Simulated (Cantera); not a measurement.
## Transport properties of process gases

Gas mixture: C2H2 = 0.63 (molar parts), at 1330 Pa, frozen composition.

Cantera's kinetic-theory transport with the Lennard-Jones parameters of GRI-Mech 3.0, ideal gas; thermal conductivity in the multicomponent form. The composition is frozen, though it would react at the higher temperatures.

```
T (K)  ρ (kg/m³)  cp (J/kg/K)  μ (µPa s)  λ (mW/m/K)     Pr  D (cm²/s) H2O  D (cm²/s) H2  D (cm²/s) NH3
-----  ---------  -----------  ---------  ----------  -----  -------------  ------------  -------------
400       0.0104         1931       13.6        35.6  0.737           23.0          77.8           22.2
600      0.00696         2232       18.9        57.2  0.737           50.0           155           47.9
800      0.00522         2436       23.4        77.4  0.736           85.0           251           81.0
1000     0.00417         2608       27.4        97.2  0.735            127           364            121
1200     0.00348         2752       31.1         116  0.734            175           493            166
1400     0.00298         2870       34.5         135  0.734            229           637            216
1600     0.00261         2966       37.7         153  0.733            288           794            272
1800     0.00232         3045       40.7         169  0.732            352           966            332
```
D: mixture-averaged diffusion coefficient of that species in the mixture.
